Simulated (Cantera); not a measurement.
Input: 1 mol SiC, 0.36 mol CO₂, 18 mol H₂, at 1898 K and 66.0 mbar.

Method: chemical equilibrium by Gibbs-energy minimisation in Cantera with the NASA 1993 tables (ideal gas, pure condensed phases). Candidate condensed phases: C, C₆H₆, C₇H₈, C₈H₁₈, H₂O, Si, SiC, SiO₂; 123 gas species. Gases not in the tables: Si₂H₆ and higher silanes. Kinetics and transport are ignored.

Base state: H₂ 0.959, CO 0.0288, SiO 0.00957, H 0.00298, Si 4.64e-5, SiH₂ 1.38e-5, SiH 1.02e-5 (mole fractions); condensed: SiC(s).

Task: What changes in the equilibrium state with this change: temperature from 1898 K to 1598 K?

Result: 
| species | before | after |
|---|---|---|
| H₂ | 0.959 | 0.961 |
| CO | 0.0288 | 0.0288 |
| SiO | 0.00957 | 0.00961 |
| H | 0.00298 | 0.000203 |
| Si | 4.64e-5 | 1.59e-7 |
| SiH | 1.02e-5 | 8.80e-8 |
| SiH₂ | 1.38e-5 | 5.28e-7 |
| H₂O | 2.22e-6 | 1.74e-5 |
| SiC(s), mol | 0.819 | 0.820 |

Task: What changes in the equilibrium state with this change: temperature from 1898 K to 1500 K?

Result: 
```json
[
 {"species": "H₂", "before": "0.959", "after": "0.972"},
 {"species": "CO", "before": "0.0288", "after": "0.0264"},
 {"species": "SiO", "before": "0.00957", "after": "0.00157"},
 {"species": "H", "before": "0.00298", "after": "6.75e-5"},
 {"species": "Si", "before": "4.64e-5", "after": "6.41e-9"},
 {"species": "SiH", "before": "1.02e-5", "after": "5.21e-9"},
 {"species": "SiH₂", "before": "1.38e-5", "after": "5.85e-8"},
 {"species": "SiC(s), mol", "before": "0.819", "after": "0.870"},
 {"species": "SiO₂(β-quartz), mol", "before": "0", "after": "0.101"}
]
```
Mutual solubility and eutectic melting of coexisting phases are not modelled. The tables hold silica as quartz up to 1696 K and as liquid above; real silica turns to tridymite and cristobalite and melts near 1996 K.
